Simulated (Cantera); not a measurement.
Ni + H2S + H2 (metals in furnace atmospheres)

Input: 1 mol Ni, 0.079 mol H2S, 28 mol H2, held at 210 Pa.

Equilibrium computed with Cantera from the NASA thermochemical tables; the gas is ideal and each condensed phase is pure. Candidate condensed phases: Ni, NiS, NiS2, Ni3S2, Ni3S4, S; 9 gas species. Metal and sulfide melt together well below either melting point, which pure phases cannot show. Gases not in the tables: S3 to S7. Rates play no part.

```json
[
 {"T (K)": "750", "x H2": "1.000", "x Ni": "<1e-12", "x H": "6.90e-12", "x H2S": "0.000275", "n Ni(s)": "0.893", "n Ni3S2(s)": "0.0356", "n Ni(l)": "0"},
 {"T (K)": "850", "x H2": "0.999", "x Ni": "<1e-12", "x H": "4.47e-10", "x H2S": "0.00115", "n Ni(s)": "0.930", "n Ni3S2(s)": "0.0233", "n Ni(l)": "0"},
 {"T (K)": "950", "x H2": "0.998", "x Ni": "<1e-12", "x H": "1.21e-8", "x H2S": "0.00243", "n Ni(s)": "0.984", "n Ni3S2(s)": "0.00531", "n Ni(l)": "0"},
 {"T (K)": "1050", "x H2": "0.997", "x Ni": "1.18e-11", "x H": "1.77e-7", "x H2S": "0.00281", "n Ni(s)": "1.00", "n Ni3S2(s)": "0", "n Ni(l)": "0"},
 {"T (K)": "1150", "x H2": "0.997", "x Ni": "8.10e-10", "x H": "1.63e-6", "x H2S": "0.00280", "n Ni(s)": "1.00", "n Ni3S2(s)": "0", "n Ni(l)": "0"},
 {"T (K)": "1250", "x H2": "0.997", "x Ni": "2.81e-8", "x H": "1.05e-5", "x H2S": "0.00276", "n Ni(s)": "1.000", "n Ni3S2(s)": "0", "n Ni(l)": "0"},
 {"T (K)": "1350", "x H2": "0.997", "x Ni": "5.73e-7", "x H": "5.19e-5", "x H2S": "0.00265", "n Ni(s)": "1.000", "n Ni3S2(s)": "0", "n Ni(l)": "0"},
 {"T (K)": "1450", "x H2": "0.997", "x Ni": "7.65e-6", "x H": "0.000206", "x H2S": "0.00240", "n Ni(s)": "1.000", "n Ni3S2(s)": "0", "n Ni(l)": "0"},
 {"T (K)": "1550", "x H2": "0.997", "x Ni": "7.27e-5", "x H": "0.000686", "x H2S": "0.00201", "n Ni(s)": "0.998", "n Ni3S2(s)": "0", "n Ni(l)": "0"},
 {"T (K)": "1650", "x H2": "0.995", "x Ni": "0.000522", "x H": "0.00198", "x H2S": "0.00154", "n Ni(s)": "0.984", "n Ni3S2(s)": "0", "n Ni(l)": "0"},
 {"T (K)": "1750", "x H2": "0.990", "x Ni": "0.00294", "x H": "0.00505", "x H2S": "0.00109", "n Ni(s)": "0", "n Ni3S2(s)": "0", "n Ni(l)": "0.914"},
 {"T (K)": "1850", "x H2": "0.973", "x Ni": "0.0129", "x H": "0.0116", "x H2S": "0.000693", "n Ni(s)": "0", "n Ni3S2(s)": "0", "n Ni(l)": "0.622"},
 {"T (K)": "1950", "x H2": "0.940", "x Ni": "0.0336", "x H": "0.0242", "x H2S": "0.000407", "n Ni(s)": "0", "n Ni3S2(s)": "0", "n Ni(l)": "0"}
]
```
x: gas mole fraction; n: condensed amount in mol.

From 750 K to 950 K the condensed part is Ni(s) + Ni3S2(s). From 1050 K to 1650 K the condensed part is Ni(s). From 1750 K to 1850 K the condensed part is Ni(l). At 1950 K nothing is condensed.
